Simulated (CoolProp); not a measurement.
Saturation properties of dimethyl carbonate (Tc = 283.9 °C, pc = 4909 kPa, ω = 0.346).

Values from CoolProp's reference Helmholtz-energy equation of state, Zhou 2011.

| T (°C) | p (kPa) | liquid density (kg/m³) | vapour density (kg/m³) | liquid cp (kJ/(kg K)) |
|---|---|---|---|---|
| 112.15 | 195.1 | 941.9 | 5.755 | 2.017 |
| 121.45 | 250.7 | 927.9 | 7.292 | 2.043 |
| 130.75 | 317.8 | 913.6 | 9.134 | 2.071 |
| 140.05 | 398.1 | 899.0 | 11.33 | 2.100 |
| 149.35 | 493.0 | 884.0 | 13.91 | 2.131 |
| 158.65 | 604.3 | 868.6 | 16.96 | 2.163 |
| 168.05 | 735.3 | 852.6 | 20.57 | 2.198 |
| 177.35 | 885.0 | 836.2 | 24.74 | 2.236 |
| 186.65 | 1057 | 819.2 | 29.62 | 2.278 |
| 195.95 | 1253 | 801.4 | 35.31 | 2.326 |
| 205.25 | 1475 | 782.7 | 41.98 | 2.382 |
| 214.55 | 1727 | 762.9 | 49.82 | 2.449 |
| 223.85 | 2010 | 741.8 | 59.14 | 2.534 |
| 233.15 | 2329 | 718.7 | 70.34 | 2.645 |
| 242.45 | 2686 | 693.0 | 84.08 | 2.799 |

It boils at 90.1 °C under 1 atm.
